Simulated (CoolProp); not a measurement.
Properties of c-C4F8 (RC318) along the isobar 1.01 bar (Tc = 115.2 °C, pc = 27.78 bar, ω = 0.355).

Values from CoolProp's reference Helmholtz-energy equation of state, Platzer 1990. This equation is an older, rougher fit.

```json
[
 {"T (°C)": "20.55", "phase": "gas", "Z": "(withheld)", "speed of sound (m/s)": "(withheld)", "Joule-Thomson coefficient (K/MPa)": "16.59", "expansivity (1/kK)": "3.783"},
 {"T (°C)": "31.75", "phase": "gas", "Z": "(withheld)", "speed of sound (m/s)": "112.8", "Joule-Thomson coefficient (K/MPa)": "14.79", "expansivity (1/kK)": "3.598"},
 {"T (°C)": "42.95", "phase": "gas", "Z": "0.9755", "speed of sound (m/s)": "115.1", "Joule-Thomson coefficient (K/MPa)": "13.26", "expansivity (1/kK)": "3.434"},
 {"T (°C)": "54.15", "phase": "gas", "Z": "0.9783", "speed of sound (m/s)": "117.4", "Joule-Thomson coefficient (K/MPa)": "11.96", "expansivity (1/kK)": "3.287"},
 {"T (°C)": "65.35", "phase": "gas", "Z": "0.9806", "speed of sound (m/s)": "119.5", "Joule-Thomson coefficient (K/MPa)": "10.85", "expansivity (1/kK)": "3.153"},
 {"T (°C)": "76.55", "phase": "gas", "Z": "0.9826", "speed of sound (m/s)": "121.7", "Joule-Thomson coefficient (K/MPa)": "9.880", "expansivity (1/kK)": "3.032"},
 {"T (°C)": "87.75", "phase": "gas", "Z": "0.9844", "speed of sound (m/s)": "123.7", "Joule-Thomson coefficient (K/MPa)": "9.038", "expansivity (1/kK)": "2.922"},
 {"T (°C)": "99.05", "phase": "gas", "Z": "0.9860", "speed of sound (m/s)": "125.8", "Joule-Thomson coefficient (K/MPa)": "8.293", "expansivity (1/kK)": "2.819"},
 {"T (°C)": "110.25", "phase": "gas", "Z": "0.9874", "speed of sound (m/s)": "127.8", "Joule-Thomson coefficient (K/MPa)": "7.642", "expansivity (1/kK)": "2.725"},
 {"T (°C)": "121.45", "phase": "gas", "Z": "0.9886", "speed of sound (m/s)": "(withheld)", "Joule-Thomson coefficient (K/MPa)": "7.066", "expansivity (1/kK)": "2.637"},
 {"T (°C)": "132.65", "phase": "gas", "Z": "0.9897", "speed of sound (m/s)": "131.6", "Joule-Thomson coefficient (K/MPa)": "6.553", "expansivity (1/kK)": "2.556"},
 {"T (°C)": "143.85", "phase": "gas", "Z": "0.9906", "speed of sound (m/s)": "(withheld)", "Joule-Thomson coefficient (K/MPa)": "6.095", "expansivity (1/kK)": "2.480"},
 {"T (°C)": "155.05", "phase": "gas", "Z": "0.9915", "speed of sound (m/s)": "135.4", "Joule-Thomson coefficient (K/MPa)": "5.684", "expansivity (1/kK)": "2.409"},
 {"T (°C)": "166.25", "phase": "gas", "Z": "0.9922", "speed of sound (m/s)": "137.2", "Joule-Thomson coefficient (K/MPa)": "(withheld)", "expansivity (1/kK)": "2.342"},
 {"T (°C)": "177.45", "phase": "gas", "Z": "0.9929", "speed of sound (m/s)": "139.0", "Joule-Thomson coefficient (K/MPa)": "4.979", "expansivity (1/kK)": "2.279"}
]
```

**Question.** Complete the blanks.

**Answer.** 
- 20.55, Z: 0.9685
- 20.55, speed of sound (m/s): 110.4
- 31.75, Z: 0.9723
- 121.45, speed of sound (m/s): 129.7
- 143.85, speed of sound (m/s): 133.5
- 166.25, Joule-Thomson coefficient (K/MPa): 5.313
